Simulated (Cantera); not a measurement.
## Thermodynamics of metals in furnace atmospheres, feed Fe + H2S + CO

Feed: 1 mol Fe, 1.8 mol H2S, 2.7 mol CO, equilibrated at 1.00 bar.

Equilibrium computed with Cantera from the NASA thermochemical tables; the gas is ideal and each condensed phase is pure. Candidate condensed phases: C, C6H6, C7H8, C8H18, Fe, Fe(CO)5, FeO, Fe(OH)2, Fe(OH)3, FeS, FeSO4, FeS2, Fe2O3, Fe2(SO4)3, Fe3O4, H2O, H2SO4, S; 127 gas species. FeS: taken at fixed stoichiometry. Gases not in the tables: S3 to S7. The numbers say what is thermodynamically allowed, not how fast it happens.

From 1298 K to 1448 K the condensed part is FeS(s). From 1523 K to 1973 K the condensed part is FeS(l).

```csv
T (K),x CO,x H2,x H2S,x S2,x COS,x SH,n FeS(s),n FeS(l)
1298,0.576,0.249,0.147,0.00275,0.0110,0.000168,1.00,0
1373,0.575,0.254,0.140,0.00602,0.0103,0.000365,1.00,0
1448,0.574,0.261,0.130,0.0111,0.00941,0.000706,1.00,0
1523,0.572,0.271,0.117,0.0177,0.00826,0.00123,0,1.00
1598,0.570,0.282,0.103,0.0249,0.00707,0.00196,0,1.00
1673,0.567,0.293,0.0896,0.0319,0.00595,0.00290,0,1.000
1748,0.565,0.302,0.0766,0.0383,0.00497,0.00405,0,1.000
1823,0.563,0.311,0.0651,0.0437,0.00415,0.00541,0,1.000
1898,0.561,0.318,0.0552,0.0481,0.00347,0.00697,0,1.000
1973,0.559,0.324,0.0468,0.0516,0.00292,0.00870,0,1.000
```
x: gas mole fraction; n: condensed amount in mol.
